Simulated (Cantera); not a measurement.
An adiabatic, constant-pressure homogeneous reactor starts with H₂ : O₂ : N₂ = 1 : 1.35 : 5.08 (molar parts), at 1475 K and 4.40 bar. Integrator tolerance rtol = 1e-08.

Model: the H2/O2 subset of GRI-Mech 3.0, which has no nitrogen chemistry, integrated in Cantera. The hydrogen kinetics of GRI-Mech 3.0 are dated; newer H2 mechanisms differ, most at raised pressure.

Problem. What does this change do: O2 1.35 to 0.71 parts?

Solution. 
```csv
quantity,before,after
time of steepest temperature rise,3.90 µs,5.41 µs
temperature at 3.00 s,2376 K,2459 K
equilibrium temperature,2376 K,2459 K
x(H₂) at 3.00 s,0.000613 (gas-phase equilibrium 0.000613),0.00199 (gas-phase equilibrium 0.00199)
x(O₂) at 3.00 s,0.120 (gas-phase equilibrium 0.120),0.0322 (gas-phase equilibrium 0.0322)
x(H₂O) at 3.00 s,0.140 (gas-phase equilibrium 0.140),0.153 (gas-phase equilibrium 0.153)
x(O) at 3.00 s,0.00127 (gas-phase equilibrium 0.00127),0.00101 (gas-phase equilibrium 0.00101)
x(OH) at 3.00 s,0.00686 (gas-phase equilibrium 0.00686),0.00679 (gas-phase equilibrium 0.00679)
x(H₂O₂) at 3.00 s,5.42e-7 (gas-phase equilibrium 5.42e-7),3.70e-7 (gas-phase equilibrium 3.70e-7)
x(H) at 3.00 s,0.000169 (gas-phase equilibrium 0.000169),0.000448 (gas-phase equilibrium 0.000448)
```
